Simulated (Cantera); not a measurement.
A closed system holds: 1 mol Si, 0.53 mol Cl2, 16 mol H2, equilibrated at 650 K and 1 atm.

Method: chemical equilibrium by Gibbs-energy minimisation in Cantera with the NASA 1993 tables (ideal gas, pure condensed phases). Candidate condensed phases: Si; 19 gas species. Rates play no part.

Base state: H2 0.981, SiHCl3 0.0103, SiCl4 0.00820, SiH2Cl2 0.000754, HCl 6.33e-5, SiH3Cl 1.13e-5 (mole fractions); condensed: Si(s).

Task: What changes in the equilibrium state with this change: temperature from 650 K to 1273 K?

Result: 
| species | before | after |
|---|---|---|
| H2 | 0.981 | 0.958 |
| HCl | 6.33e-5 | 0.0304 |
| SiHCl3 | 0.0103 | 0.00399 |
| SiCl2 | 2.33e-9 | 0.00249 |
| SiCl3 | 1.72e-7 | 0.00110 |
| Si(s), mol | 0.687 | 0.812 |
The tables' values for SiCl3 are old estimates; treat these amounts as uncertain.
